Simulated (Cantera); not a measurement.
Charge: 1 mol HMDSO, 1.7 mol O3, 22 mol H2, equilibrated at 0.180 bar.

Cantera equilibrium calculation (NASA polynomials, part measured and part estimated; ideal gas, pure solids and liquids). Candidate condensed phases: C, C6H6, C7H8, C8H18, H2O, Si, SiC, SiO2; 123 gas species. The feed counts by its element totals alone. Mutual solubility and eutectic melting of coexisting phases are not modelled. The tables hold silica as quartz up to 1696 K and as liquid above; real silica turns to tridymite and cristobalite and melts near 1996 K. Kinetics and transport are ignored.

### Question
At 1698 K, list the 5 most abundant gas species with their mole fractions, and the condensed phases.

### Answer
H2 0.844, CO 0.135, SiO 0.0204, H 0.000313, H2O 6.09e-5. Condensed: SiC(s) + SiO2(condensed).
